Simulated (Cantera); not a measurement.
A closed system holds: 1 mol Ta, 0.54 mol CH4, 110 mol H2, held at 2175 K and 413 Torr.

Equilibrium computed with Cantera from the NASA thermochemical tables; the gas is ideal and each condensed phase is pure. Candidate condensed phases: C, C6H6, C7H8, C8H18, Ta, TaC; 77 gas species. Mutual solubility and eutectic melting of coexisting phases are not modelled. TaC: taken at fixed stoichiometry. Condensed phases not in the tables: Ta2C, N, O or C dissolved in the metal. The numbers say what is thermodynamically allowed, not how fast it happens.

Problem. What is the equilibrium state?

Solution. 
| Item | Result |
|---|---|
| x(H2) | 0.993 |
| x(H) | 0.00656 |
| n(Ta(s)) | 0.460 mol |
| n(TaC(s)) | 0.540 mol |
| gas amount | 111.4 mol |
| log10 activity of C(graphite) (absent) | -3.37 |
